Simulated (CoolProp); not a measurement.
Properties of R141b along the isotherm 500 K (Tc = 477.5 K, pc = 4212 kPa, ω = 0.220).

Model: reference Helmholtz-energy equation of state, Lemmon 2006, in CoolProp. It is a short technical equation, of lower accuracy than the large ones.

```csv
p (kPa),phase,density (kg/m³),Joule-Thomson coefficient (K/MPa),isothermal compressibility (1/MPa),viscosity (µPa s)
263,gas,7.532,8.126,3.872,15.6
526,gas,15.35,…,…,15.6
790,gas,23.51,8.553,1.342,15.6
1050,gas,31.89,8.785,…,15.7
1320,gas,…,9.043,0.8431,15.7
1580,gas,50.21,9.310,…,15.8
1840,gas,59.91,9.596,0.6401,16.0
2110,gas,…,9.918,0.5776,16.1
```

Question: Complete the blanks.

Answer: 
- 526, Joule-Thomson coefficient (K/MPa): 8.333
- 526, isothermal compressibility (1/MPa): 1.974
- 1050, isothermal compressibility (1/MPa): 1.033
- 1320, density (kg/m³): 41.00
- 1580, isothermal compressibility (1/MPa): 0.7236
- 2110, density (kg/m³): 70.58

Viscosity comes from a separate model (Huber 2003), an estimate that may be off by 10 % or more.
